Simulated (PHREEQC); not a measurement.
Spent oxide etchant

Dissolve 9.4 mmol/kgw NH4HF2, 0.52 mmol/kgw H2SiF6 and 0.14 mmol/kgw H3BO3 at 30 °C. Closed to the air; pH follows from the charge balance.

All values are PHREEQC results (ion-association model, wateq4f.dat), not measurements.

No solid was allowed to form.

Predict the pH, ionic strength.

pH 3.17; ionic strength 0.0107 mol/kgw.

In which forms is F present?

F- 40 %, HF 39 %, SiF6-2 14 %, HF2- 2.7 %, BF4- 2.4 %, H2F2 1.5 % of the F.

SiF6-2 is the database's only silicon fluoride. Real BF4- forms and hydrolyses slowly; the run takes it at equilibrium.
